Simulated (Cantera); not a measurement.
Charge: 1 mol NaCl, 28 mol N2.

Method: chemical equilibrium by Gibbs-energy minimisation in Cantera with the NASA 1993 tables (ideal gas, pure condensed phases). Candidate condensed phases: Na, NaCl; 8 gas species. Rates play no part.

What condenses at these points (T in K, P in Pa): (673, 10000); (1473, 10000); (1673, 100000); (673, 100000); (1073, 0.10)?


```json
[
 {"T (K)": "673", "P in Pa": "10000", "condensed phases": "NaCl", "Na condensed (%)": "100.0"},
 {"T (K)": "1473", "P in Pa": "10000", "condensed phases": "gas only", "Na condensed (%)": "0.0"},
 {"T (K)": "1673", "P in Pa": "100000", "condensed phases": "gas only", "Na condensed (%)": "0.0"},
 {"T (K)": "673", "P in Pa": "100000", "condensed phases": "NaCl", "Na condensed (%)": "100.0"},
 {"T (K)": "1073", "P in Pa": "0.10", "condensed phases": "gas only", "Na condensed (%)": "0.0"}
]
```
